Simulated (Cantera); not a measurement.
**Ignition delay**

Mixture: 11.1 % CO, 1.08 % H2, 2.23 % CH4, 9.60 % O2, 61.5 % N2, 14.5 % H2O, equivalence ratio 1.1, at 6530 Torr, adiabatic and at constant volume. Ignition delay is the time to a rise of 400 K.

Model: GRI-Mech 3.0 (53 species, 325 reactions), integrated in Cantera.

| T0 (K) | delay (ms) |
|---|---|
| 1150 | 1.30 |
| 1200 | 0.708 |
| 1250 | 0.423 |
| 1300 | 0.270 |
| 1350 | 0.180 |
| 1400 | 0.124 |
| 1450 | 0.0869 |
| 1500 | 0.0621 |
| 1550 | 0.0450 |
| 1600 | 0.0331 |

```json
{
  "apparent activation energy between 1500 and 1600 K": "130 kJ/mol"
}
```
